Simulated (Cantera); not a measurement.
# Low-pressure radical oxidation in H2/O2

A perfectly stirred reactor is fed with H2 : O2 = 0.13 : 1 (molar parts), at 10.00 Torr; it is held at 1075 K, and followed from long to short residence time.

Cantera simulation using the H2/O2 subset of GRI-Mech 3.0, which has no nitrogen chemistry; the numbers are that mechanism's predictions, not measurements. Radical loss at walls, strong at low pressure, is not modelled. The temperature is held fixed by assumption; the heat of reaction is taken as removed at once.

```csv
τ (s),x H2,x O2,x OH,x H2O,x HO2
4.8,0.000211,0.877,0.000543,0.121,2.70e-6
2.1,0.000349,0.876,0.000721,0.121,3.63e-6
0.90,0.000582,0.875,0.000967,0.121,4.72e-6
0.39,0.000956,0.874,0.00130,0.120,5.87e-6
0.17,0.00155,0.871,0.00174,0.118,7.00e-6
0.072,0.00256,0.866,0.00234,0.115,8.03e-6
0.031,0.00416,0.860,0.00309,0.111,8.76e-6
0.013,0.00687,0.850,0.00401,0.103,9.13e-6
0.0058,0.0111,0.842,0.00493,0.0927,9.09e-6
0.0025,0.0187,0.838,0.00583,0.0800,8.75e-6
```
x: mole fraction; the columns are a selection and need not sum to one.
